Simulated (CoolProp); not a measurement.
Vapour-liquid equilibrium of CH2F2 (R32) (1) + R143a (2) at 0.00762 MPa; x and y are mole fractions of (1).

The numbers come from the multi-fluid Helmholtz-energy mixture model, Tillner-Roth 1997 and Lemmon and Jacobsen 2000; pair parameters Bell 2016 in CoolProp.

| x | bubble temperature (K) | y at the bubble point | dew temperature at overall composition x (K) | liquid density (mol/L) |
|---|---|---|---|---|
| 0.05 | 182.6 | 0.092 | 182.8 | 15.54 |
| 0.2 | 181.3 | 0.296 | 181.9 | 16.63 |
| 0.35 | 180.5 | 0.436 | 181.0 | 17.84 |
| 0.5 | 180.2 | 0.545 | 180.3 | 19.21 |
| 0.65 | 180.0 | 0.646 | 180.0 | 20.77 |
| 0.8 | 180.2 | 0.760 | 180.3 | 22.55 |
| 0.95 | 180.9 | 0.922 | 181.0 | 24.60 |

y crosses x between x = 0.5 and 0.65: the model has an azeotrope there.

The pair parameters rest on a limited set of measurements; away from them the model extrapolates.
